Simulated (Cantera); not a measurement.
What does this Cantera script print?

```python
import numpy as np
import cantera as ct

gas_names = [...]  # 118 gases of nasa_gas.yaml made of C, Cl, F, H
cond_names = """
    C(gr) C6H6(L) C7H8(L) C8H18(L),n-octa
""".split()


# ... load() reads the species with a 1 bar reference pressure and builds the phases ...
atoms = {
    'CH3F': {'C': 1, 'H': 3, 'F': 1},
    'CH4': {'C': 1, 'H': 4},
    'HCl': {'H': 1, 'CL': 1},
}
top_T = {'C(gr)': 4500}  # K; cautious upper limits of use, not melting points


# ... equilibrate(T, P, feed) seeds the gas with the atoms and calls Mixture.equilibrate('TP', solver="vcs", rtol=1e-11, max_steps=5000) ...
results = []
feed = {'CH3F': 1, 'CH4': 0.02, 'HCl': 0.01}  # mol
P = 120  # Pa
for T in [2250, 2350, 2450, 2550, 2650, 2750, 2850, 2950, 3050, 3150, 3250]:
    mix = equilibrate(T, P, feed)
    results.append((T, P, feed, dict(zip(mix.species_names, mix.species_moles))))

top = {s: max(r[3][s] / sum(r[3][g] for g in gas_names) for r in results) for s in gas_names}
cols = sorted((s for s in top if top[s] > 1e-05), key=lambda s: -top[s])[:8]
seen = [c for c in cond_names if any(r[3].get(c, 0) > 1e-12 for r in results)]
print("log10 of partial pressures in bar; condensed amounts in mol")
print(f"{'T/K':>10s}" + "".join(f"{s[:9]:>10s}" for s in cols + seen))
for T, P, feed, n in results:
    ng = sum(n[g] for g in gas_names)
    print(f"{T:10.4g}" + "".join(f"{np.log10(max(n[s] / ng * P / 1e5, 1e-99)):10.3f}" for s in cols)
          + "".join(f"{n.get(c, 0):10.4g}" for c in seen))
```

Result:

```
log10 of partial pressures in bar; condensed amounts in mol
       T/K         H        HF        H2         F         C        C3        C2        CF     C(gr)
      2250    -3.787    -3.264    -3.315    -6.729    -8.439    -8.187    -9.242    -8.589     1.014
      2350    -3.595    -3.282    -3.382    -6.356    -7.732    -7.384    -8.432    -8.056     1.011
      2450    -3.437    -3.306    -3.480    -6.001    -7.083    -6.649    -7.688    -7.555     1.006
      2550    -3.315    -3.334    -3.618    -5.656    -6.486    -5.973    -7.004    -7.076    0.9956
      2650    -3.229    -3.366    -3.799    -5.315    -5.934    -5.349    -6.372    -6.613     0.964
      2750    -3.177    -3.402    -4.023    -4.978    -5.423    -4.773    -5.787    -6.162    0.8509
      2850    -3.160    -3.458    -4.295    -4.655    -4.948    -4.238    -5.244    -5.735     0.447
      2950    -3.157    -3.535    -4.576    -4.364    -4.602    -4.032    -4.933    -5.444         0
      3050    -3.144    -3.620    -4.815    -4.118    -4.365    -4.098    -4.814    -5.284         0
      3150    -3.135    -3.749    -5.048    -3.932    -4.157    -4.202    -4.730    -5.193         0
      3250    -3.131    -3.924    -5.275    -3.807    -3.981    -4.356    -4.689    -5.175         0
```

These are equilibrium values from Cantera (NASA tables, ideal gas, pure condensed phases), not measurements of a reactor.
